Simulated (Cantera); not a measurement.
An isothermal, constant-pressure homogeneous reactor starts with CH2O : O2 : N2 = 0.023 : 0.042 : 1 (molar parts), equivalence ratio 0.55, at 1500 K and 2.27 atm.

Model: GRI-Mech 3.0 (53 species, 325 reactions), integrated in Cantera. The temperature is held fixed by assumption; the heat of reaction is taken as removed at once.

One state of this run: x CH2O = <1e-12; x O2 = 0.0178; x NO2 = 1.33e-8; x O = 3.59e-7; x OH = 1.60e-5; x C2H4 = <1e-12; x HO2 = 1.75e-8. x: mole fraction; the columns are a selection and need not sum to one.

Question: Which value of t (s) does it belong to?
A) 0.00102
B) 2.00e-5
C) 0.195
D) 0.00381

Answer: C, 0.195
